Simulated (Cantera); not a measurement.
Cantera run:

```python
import numpy as np
import cantera as ct

gas_names = [...]  # 113 gases of nasa_gas.yaml made of C, H, O, Ta
cond_names = """
    C(gr) C6H6(L) C7H8(L) C8H18(L),n-octa H2O(s) H2O(L) Ta(cr) Ta(L) TaC(s) TaC(L) Ta2O5(s) Ta2O5(L)
""".split()


# ... load() reads the species with a 1 bar reference pressure and builds the phases ...
atoms = {
    'Ta2O5': {'Ta': 2, 'O': 5},
    'C': {'C': 1},
    'H2': {'H': 2},
}
top_T = {'C(gr)': 4500}  # K; cautious upper limits of use, not melting points


# ... equilibrate(T, P, feed) seeds the gas with the atoms and calls Mixture.equilibrate('TP', solver="vcs", rtol=1e-11, max_steps=5000) ...
results = []
feed = {'Ta2O5': 1, 'C': 1.6, 'H2': 5.4}  # mol
T = 2223  # K
P = 13000  # Pa
mix = equilibrate(T, P, feed)
results.append((T, P, feed, dict(zip(mix.species_names, mix.species_moles))))
print(gas.report(threshold=1e-05))
for i in range(1, mix.n_phases):
    print(f"{mix.phase(i).name:16s} {mix.phase_moles(i):12.5e} mol")
```

It prints:

```
       temperature   2223 K
          pressure   13000 Pa
           density   0.0056251 kg/m^3
  mean mol. weight   7.9977 kg/kmol
   phase of matter   gas

                          1 kg             1 kmol
                     ---------------   ---------------
          enthalpy        4.8642e+06        3.8902e+07  J
   internal energy        2.5531e+06        2.0419e+07  J
           entropy             28765        2.3006e+05  J/K
    Gibbs function       -5.9081e+07       -4.7251e+08  J
 heat capacity c_p            4394.7             35147  J/K
 heat capacity c_v            3355.1             26833  J/K

                      mass frac. Y      mole frac. X     chem. pot. / RT
                     ---------------   ---------------   ---------------
                CO           0.79355           0.22658           -37.573
               CO2        0.00091396        0.00016609            -64.32
                 H         0.0019452          0.015434           -11.072
                H2           0.19021           0.75459           -22.144
               H2O         0.0066753         0.0029635           -48.891
               TaO         0.0010907        4.4293e-05           -35.452
              TaO2         0.0055924        0.00021004           -62.199
     [ +106 minor]        1.9296e-05        9.0014e-06

C(gr)             0.00000e+00 mol
Ta(cr)            6.48374e-01 mol
TaC(s)            0.00000e+00 mol
Ta2O5(L)          6.74916e-01 mol
```

These are equilibrium values from Cantera (NASA tables, ideal gas, pure condensed phases), not measurements of a reactor. Mutual solubility and eutectic melting of coexisting phases are not modelled. Condensed phases not in the tables: Ta2C, N, O or C dissolved in the metal.
